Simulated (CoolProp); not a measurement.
Vapour-liquid equilibrium of n-hexane (1) + ethylbenzene (2) at 19 kPa; x and y are mole fractions of (1).

Computed with CoolProp (multi-fluid Helmholtz-energy mixture model, Thol 2019 and Zhou 2012; pair parameters Bell 2016).

Give the bubble temperature and the first vapour's composition at x = 0.05, 0.2, 0.8. Is there an azeotrope?

x = 0.05: 344.6 K, y = 0.396; x = 0.2: 325.0 K, y = 0.778; x = 0.8: 301.1 K, y = 0.978. No azeotrope shows between x = 0.05 and 0.95.

Pair parameters are fitted to limited data, so mixtures are less certain than the pure fluids.
